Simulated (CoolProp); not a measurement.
Vapour pressure (MPa) of R227EA: the reference equation beside estimates from Tc = 374.9 K, pc = 2.925 MPa, ω = 0.358. Clausius-Clapeyron is anchored at 224.3 K with a constant enthalpy of vaporisation of 24.64 kJ/mol.

Values from CoolProp's reference Helmholtz-energy equation of state, Lemmon 2016.

```tsv
T (K)	reference	Lee-Kesler	Clausius-Clapeyron	Redlich-Kwong	Soave-Redlich-Kwong	Peng-Robinson
224.3	0.01938	0.01906	0.01938	0.05813	0.01923	0.01982
227.1	0.02287	0.02251	0.02281	0.06618	0.02269	0.02331
229.9	0.02684	0.02647	0.02674	0.07504	0.02665	0.02729
232.7	0.03136	0.03097	0.03123	0.08478	0.03115	0.03180
235.5	0.03648	0.03607	0.03633	0.09545	0.03624	0.03691
238.4	0.04246	0.04206	0.04234	0.1075	0.04221	0.04288
241.2	0.04897	0.04857	0.04892	0.1202	0.04871	0.04935
244	0.05626	0.05587	0.05632	0.1340	0.05598	0.05660
246.8	0.06438	0.06402	0.06464	0.1490	0.06410	0.06467
249.6	0.07341	0.07308	0.07396	0.1651	0.07314	0.07363
252.4	0.08342	0.08314	0.08437	0.1825	0.08316	0.08356
```

Absolute difference from the reference over all 11 rows, mean and median: Lee-Kesler 1.0 and 0.9 %, Clausius-Clapeyron 0.4 and 0.4 %, Redlich-Kwong 155.7 and 153.2 %, Soave-Redlich-Kwong 0.6 and 0.6 %, Peng-Robinson 1.1 and 1.0 %.
